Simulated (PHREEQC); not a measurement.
Consider water at 25 °C with 83 mmol/kgw KH2PO4, 37 mmol/kgw H2SO4 and 0.26 mmol/kgw NiSO4. Closed to the air; pH follows from the charge balance.

Computed with PHREEQC (ion-association model, wateq4f.dat).

```
quantity                  before     after
------------------------  ------  --------
pH                          1.92      4.45
ionic strength (mol/kgw)   0.116     0.179
K+ (mol/kgw)              0.0789    0.0794
H3PO4 (mol/kgw)           0.0476  0.000311
H2PO4- (mol/kgw)          0.0354    0.0823
SO4-2 (mol/kgw)           0.0215    0.0221
```

**Question.** Which change was made?
(A) H2SO4 replaced by K2SO4 at the same molality
(B) 0.0066 mol/kgw K3PO4 added
(C) H2SO4 replaced by CuSO4 at the same molality
(D) NiSO4 replaced by Ag2SO4 at the same molality

**Answer.** C, H2SO4 replaced by CuSO4 at the same molality

Precipitation was switched off in this run. Some of these states are supersaturated (in Cu3(PO4)2:3H2O, Antlerite, for instance). H3PO4, which wateq4f.dat lacks, is added to it with the constant of phreeqc.dat. The database has no phosphate complexes of Cu, Ni.
